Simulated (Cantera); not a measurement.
Feed: 1 mol CH3OH, 98 mol H2, 0.4 mol N2, equilibrated at 1723 K and 240 Torr.

Cantera equilibrium calculation (NASA polynomials, part measured and part estimated; ideal gas, pure solids and liquids). Candidate condensed phases: C, C6H6, C7H8, C8H18, H2O; 136 gas species. Kinetics and transport are ignored.

Base state: H2 0.986, CO 0.00983, N2 0.00394, H 0.000320, H2O 2.79e-5, CH4 1.48e-5, HCN 1.22e-5 (mole fractions); condensed: gas only.

**Question.** What changes in the equilibrium state with this change: pressure from 240 Torr to 1.00 Torr?

**Answer.** 
```csv
species,before,after
H2,0.986,0.981
CO,0.00983,0.00984
H,0.000320,0.00495
H2O,2.79e-5,1.21e-6
CH4,1.48e-5,5.84e-9
HCN,1.22e-5,1.17e-6
N2,0.00394,0.00393
```

**Question.** What changes in the equilibrium state with this change: pressure from 240 Torr to 2.33 Torr?

**Answer.** 
| species | before | after |
|---|---|---|
| H2 | 0.986 | 0.983 |
| CO | 0.00983 | 0.00984 |
| N2 | 0.00394 | 0.00394 |
| H | 0.000320 | 0.00325 |
| H2O | 2.79e-5 | 1.85e-6 |
| CH4 | 1.48e-5 | 2.07e-8 |
| HCN | 1.22e-5 | 1.77e-6 |
